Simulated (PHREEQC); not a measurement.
Acid rinse or clean: an equilibrium model

Solution (45 °C): 0.025 mol/kgw HF and 0.0022 mol/kgw CaCl2. Closed to the air; pH follows from the charge balance.

The numbers come from PHREEQC with the ion-association model, phreeqc.dat.

Each row changes one thing in this solution. No solid was allowed to form.

```tsv
case	pH	ionic strength (mol/kgw)	HF (mol/kgw)	F- (mol/kgw)	HF2- (mol/kgw)
as made	2.48	0.0102	0.0211	0.00330	0.000298
temperature from 45 to 70 °C	2.58	0.00947	0.0219	0.00262	0.000251
diluted 5-fold with water	2.89	?	0.00361	0.00135	?
CaCl2 left out	2.48	0.00348	0.0212	0.00319	0.000289
```

Task: Complete the blanks.

Result: 
- diluted 5-fold with water, ionic strength (mol/kgw): 0.00269
- diluted 5-fold with water, HF2- (mol/kgw): 2.09e-5

Species that the database lacks are ignored. Some of these states are supersaturated (in Fluorite, for instance). Constants without temperature data keep their 25 °C values here.
